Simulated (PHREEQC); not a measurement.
Solution (35 °C): 4.1 mol/kgw HCl, 0.13 mol/kgw FeCl2 and 0.00028 mol/kgw H4SiO4. Closed to the air; pH follows from the charge balance.

Computed with PHREEQC (Pitzer model, pitzer.dat).

### Question
The ionic strength comes out as 4.49 mol/kgw. What activity coefficients do H+, Cl-, Fe+2 get?

### Answer
H+ 5.9, Cl- 0.60, Fe+2 3.3. Single-ion values are on the MacInnes scale.

No solid was allowed to form. Species that the database lacks are ignored. In brines, pH and single-ion activities rest on the MacInnes convention.
